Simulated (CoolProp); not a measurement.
Saturation properties of hydrogen chloride (Tc = 324.7 K, pc = 8.314 MPa, ω = 0.130).

Model: reference Helmholtz-energy equation of state, Thol 2018, in CoolProp.

```tsv
T (K)	p (MPa)	liquid density (kg/m³)	vapour density (kg/m³)	enthalpy of vaporisation (kJ/kg)	liquid cp (kJ/(kg K))
164.3	0.02097	1242	0.5650	467.6	1.660
167.9	0.02745	1234	0.7256	464.2	1.658
171.6	0.03575	1225	0.9268	460.6	1.657
175.3	0.04598	1216	1.170	457.0	1.657
178.9	0.05808	1208	1.453	453.4	1.657
182.6	0.07307	1199	1.797	449.6	1.657
186.3	0.09100	1190	2.203	445.7	1.659
189.9	0.1117	1181	2.662	441.9	1.661
193.6	0.1366	1171	3.210	437.9	1.663
197.3	0.1657	1162	3.841	433.7	1.666
200.9	0.1984	1153	4.543	429.6	1.670
204.6	0.2372	1143	5.365	425.2	1.675
208.3	0.2815	1134	6.296	420.8	1.681
211.9	0.3305	1124	7.319	416.3	1.687
```

It boils at 188.2 K under 1 atm.
